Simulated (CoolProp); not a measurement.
Vapour-liquid equilibrium of R22 (1) + R11 (2) at 273.9 K; x and y are mole fractions of (1).

The numbers come from the multi-fluid Helmholtz-energy mixture model, Kamei 1995 and Jacobsen 1992; pair parameters Bell 2016 in CoolProp.

**Question.** Give the bubble pressure and the first vapour's composition at x = 0.05, 0.25, 0.85. Is there an azeotrope?

**Answer.** x = 0.05: 0.07929 MPa, y = 0.494; x = 0.25: 0.1986 MPa, y = 0.826; x = 0.85: 0.4430 MPa, y = 0.975. No azeotrope shows between x = 0.05 and 0.95.

Pair parameters are fitted to limited data, so mixtures are less certain than the pure fluids.
